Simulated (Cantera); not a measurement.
A perfectly stirred reactor is fed with 7.56 % C₂H₆, 92.4 % N₂, at 0.168 atm; it is held at 1225 K, and followed from long to short residence time.

Detailed kinetics in Cantera: GRI-Mech 3.0 (53 species, 325 reactions). GRI-Mech 3.0 stops at C3 and has no aromatics, soot or wall deposition, so with more carbon than oxygen in the feed, carbon stays in small species such as C2H2 where larger ones or solid carbon would form.

Question: Predict: x(C₂H₆) at τ = 7.00 s; x(CH₄) at τ = 7.00 s; x(C₂H₂) at τ = 7.00 s; x(C₂H₆) at τ = 26.0 ms; x(CH₂) at τ = 26.0 ms; x(CH₄) at τ = 26.0 ms; x(C₂H₂) at τ = 26.0 ms.

Answer: 
```json
{
  "x(C₂H₆) at τ = 7.00 s": "0.000521",
  "x(CH₄) at τ = 7.00 s": "0.0127",
  "x(C₂H₂) at τ = 7.00 s": "0.0484",
  "x(C₂H₆) at τ = 26.0 ms": "0.0384",
  "x(CH₂) at τ = 26.0 ms": "3.59e-9",
  "x(CH₄) at τ = 26.0 ms": "0.00544",
  "x(C₂H₂) at τ = 26.0 ms": "0.00296"
}
```
